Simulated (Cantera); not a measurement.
Input (Python, Cantera):

```python
import numpy as np
import cantera as ct

gas = ct.Solution("gri30.yaml")


def delay(T, t_max=10):
    gas.TPX = T, 2800000, {'CH4': 1, 'CO': 0.048, 'O2': 1.19, 'N2': 4.48, 'H2': 0.062}
    reactor = ct.IdealGasReactor(gas, clone=False)
    net = ct.ReactorNet([reactor])
    net.rtol, net.atol = 1e-8, 1e-16
    while net.time < t_max:
        t_old, T_old = net.time, reactor.T
        net.step()
        if reactor.T > T + 400:  # ignition: a rise of 400 K
            return t_old + (T + 400 - T_old) / (reactor.T - T_old) * (net.time - t_old)
    return np.nan


taus = []
for T in [1023, 1073, 1123, 1173, 1223, 1273, 1323, 1373, 1423, 1473]:
    taus.append(delay(T))
    print(f"T0 = {T:6g} K   tau = {taus[-1]:.4e} s")
```

Result:

```
T0 =   1023 K   tau = 5.6908e-03 s
T0 =   1073 K   tau = 2.7603e-03 s
T0 =   1123 K   tau = 1.5272e-03 s
T0 =   1173 K   tau = 9.2511e-04 s
T0 =   1223 K   tau = 5.9063e-04 s
T0 =   1273 K   tau = 3.8694e-04 s
T0 =   1323 K   tau = 2.5623e-04 s
T0 =   1373 K   tau = 1.7036e-04 s
T0 =   1423 K   tau = 1.1349e-04 s
T0 =   1473 K   tau = 7.5781e-05 s
```

Model: GRI-Mech 3.0 (53 species, 325 reactions), integrated in Cantera. The pressure lies above the range GRI-Mech 3.0 was tuned for (to about 10 atm).
